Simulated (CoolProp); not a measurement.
Vapour-liquid equilibrium of R134a (1) + R142b (2) at 211.9 K; x and y are mole fractions of (1).

Values from CoolProp's multi-fluid Helmholtz-energy mixture model, Tillner-Roth 1994 and Lemmon 2006; pair parameters Bell 2016.

### Question
Give the bubble pressure and the first vapour's composition at x = 0.05, 0.5, 0.8. Is there an azeotrope?

### Answer
x = 0.05: 0.007167 MPa, y = 0.130; x = 0.5: 0.01155 MPa, y = 0.696; x = 0.8: 0.01356 MPa, y = 0.880. No azeotrope shows between x = 0.05 and 0.95.

Pair parameters are fitted to limited data, so mixtures are less certain than the pure fluids.
